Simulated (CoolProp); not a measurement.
Vapour-liquid equilibrium of n-pentane (1) + acetone (2) at 652 kPa; x and y are mole fractions of (1).

The numbers come from the multi-fluid Helmholtz-energy mixture model, Thol 2019 and Lemmon 2006; pair parameters Bell 2016 in CoolProp.

```json
[
 {"x": "0.05", "bubble temperature (°C)": "117.6", "y at the bubble point": "0.147", "dew temperature at overall composition x (°C)": "121.4", "liquid density (mol/L)": "11.16"},
 {"x": "0.125", "bubble temperature (°C)": "111.3", "y at the bubble point": "0.299", "dew temperature at overall composition x (°C)": "?", "liquid density (mol/L)": "10.80"},
 {"x": "0.2", "bubble temperature (°C)": "107.0", "y at the bubble point": "0.400", "dew temperature at overall composition x (°C)": "115.4", "liquid density (mol/L)": "?"},
 {"x": "0.275", "bubble temperature (°C)": "104.1", "y at the bubble point": "0.470", "dew temperature at overall composition x (°C)": "112.3", "liquid density (mol/L)": "10.04"},
 {"x": "0.35", "bubble temperature (°C)": "102.2", "y at the bubble point": "0.522", "dew temperature at overall composition x (°C)": "109.1", "liquid density (mol/L)": "9.677"},
 {"x": "0.425", "bubble temperature (°C)": "100.8", "y at the bubble point": "0.564", "dew temperature at overall composition x (°C)": "106.0", "liquid density (mol/L)": "9.331"},
 {"x": "0.5", "bubble temperature (°C)": "99.9", "y at the bubble point": "0.600", "dew temperature at overall composition x (°C)": "103.0", "liquid density (mol/L)": "9.008"},
 {"x": "0.575", "bubble temperature (°C)": "99.3", "y at the bubble point": "0.635", "dew temperature at overall composition x (°C)": "?", "liquid density (mol/L)": "8.709"},
 {"x": "0.65", "bubble temperature (°C)": "98.9", "y at the bubble point": "?", "dew temperature at overall composition x (°C)": "99.1", "liquid density (mol/L)": "8.434"},
 {"x": "0.725", "bubble temperature (°C)": "98.9", "y at the bubble point": "0.713", "dew temperature at overall composition x (°C)": "98.9", "liquid density (mol/L)": "8.181"},
 {"x": "0.8", "bubble temperature (°C)": "99.3", "y at the bubble point": "0.762", "dew temperature at overall composition x (°C)": "99.8", "liquid density (mol/L)": "7.946"},
 {"x": "0.875", "bubble temperature (°C)": "100.2", "y at the bubble point": "0.827", "dew temperature at overall composition x (°C)": "101.2", "liquid density (mol/L)": "7.725"},
 {"x": "0.95", "bubble temperature (°C)": "102.2", "y at the bubble point": "0.917", "dew temperature at overall composition x (°C)": "103.0", "liquid density (mol/L)": "7.511"}
]
```

Q: Fill in the missing entries.

A: 
- 0.125, dew temperature at overall composition x (°C): 118.4
- 0.2, liquid density (mol/L): 10.42
- 0.575, dew temperature at overall composition x (°C): 100.5
- 0.65, y at the bubble point: 0.672

y crosses x between x = 0.65 and 0.725: the model has an azeotrope there.

Pair parameters are fitted to limited data, so mixtures are less certain than the pure fluids.
